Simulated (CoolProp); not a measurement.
Benzene at 298.15 K and 0.173 MPa is throttled through a valve to 0.0191 MPa with no heat exchange. Each further row changes one setting.

Computed with CoolProp (reference Helmholtz-energy equation of state, Thol 2012).

```json
[
 {"case": "as stated", "temperature change (K)": "+0.1", "final phase": "liquid", "final density (kg/m³)": "873"},
 {"case": "outlet pressure 0.00573 MPa", "temperature change (K)": "…", "final phase": "…", "final density (kg/m³)": "…"},
 {"case": "outlet pressure 0.0248 MPa", "temperature change (K)": "+0.1", "final phase": "liquid", "final density (kg/m³)": "873"}
]
```

Some entries are withheld; supply them.


- outlet pressure 0.00573 MPa, temperature change (K): -16.1
- outlet pressure 0.00573 MPa, final phase: two-phase, vapour fraction 0.062
- outlet pressure 0.00573 MPa, final density (kg/m³): 3.07
